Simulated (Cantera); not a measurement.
An isothermal, constant-pressure homogeneous reactor starts with H2 : O2 = 0.062 : 1 (molar parts), at 1425 K and 130 Pa. Integrator tolerance rtol = 1e-08.

Cantera simulation using GRI-Mech 3.0 (53 species, 325 reactions); the numbers are that mechanism's predictions, not measurements. Radical loss at walls, strong at low pressure, is not modelled. The temperature is held fixed by assumption; the heat of reaction is taken as removed at once.

Problem. What does this change do: temperature 1425 to 948 K?

Solution. 
| quantity | before | after |
|---|---|---|
| x(H2) at 5.00 s | 0.000665 (gas-phase equilibrium 1.14e-6) | 6.16e-5 (gas-phase equilibrium 2.95e-11) |
| x(O2) at 5.00 s | 0.913 (gas-phase equilibrium 0.940) | 0.938 (gas-phase equilibrium 0.940) |
| x(H2O2) at 5.00 s | 5.07e-9 (gas-phase equilibrium 2.76e-10) | 9.02e-9 (gas-phase equilibrium 2.93e-12) |
| x(HO2) at 5.00 s | 1.68e-7 (gas-phase equilibrium 5.00e-8) | 4.46e-7 (gas-phase equilibrium 1.75e-10) |
| x(O) at 5.00 s | 0.0236 (gas-phase equilibrium 3.75e-5) | 0.00151 (gas-phase equilibrium 8.04e-10) |
| x(H) at 5.00 s | 0.00313 (gas-phase equilibrium 2.03e-7) | 0.000205 (gas-phase equilibrium <1e-12) |
| x(OH) at 5.00 s | 0.00558 (gas-phase equilibrium 0.000234) | 0.000322 (gas-phase equilibrium 2.35e-7) |
Below about 950 K walls govern HO2 and H2O2 in real vessels.

Problem. What does this change do: temperature 1425 to 1048 K?

Solution. 
```json
[
 {"quantity": "x(H2) at 5.00 s", "before": "0.000665 (gas-phase equilibrium 1.14e-6)", "after": "0.000148 (gas-phase equilibrium 5.93e-10)"},
 {"quantity": "x(O2) at 5.00 s", "before": "0.913 (gas-phase equilibrium 0.940)", "after": "0.935 (gas-phase equilibrium 0.940)"},
 {"quantity": "x(H2O2) at 5.00 s", "before": "5.07e-9 (gas-phase equilibrium 2.76e-10)", "after": "1.07e-8 (gas-phase equilibrium 1.06e-11)"},
 {"quantity": "x(HO2) at 5.00 s", "before": "1.68e-7 (gas-phase equilibrium 5.00e-8)", "after": "3.87e-7 (gas-phase equilibrium 8.78e-10)"},
 {"quantity": "x(O) at 5.00 s", "before": "0.0236 (gas-phase equilibrium 3.75e-5)", "after": "0.00419 (gas-phase equilibrium 1.71e-8)"},
 {"quantity": "x(H) at 5.00 s", "before": "0.00313 (gas-phase equilibrium 2.03e-7)", "after": "0.000635 (gas-phase equilibrium 5.25e-12)"},
 {"quantity": "x(OH) at 5.00 s", "before": "0.00558 (gas-phase equilibrium 0.000234)", "after": "0.000824 (gas-phase equilibrium 1.68e-6)"}
]
```
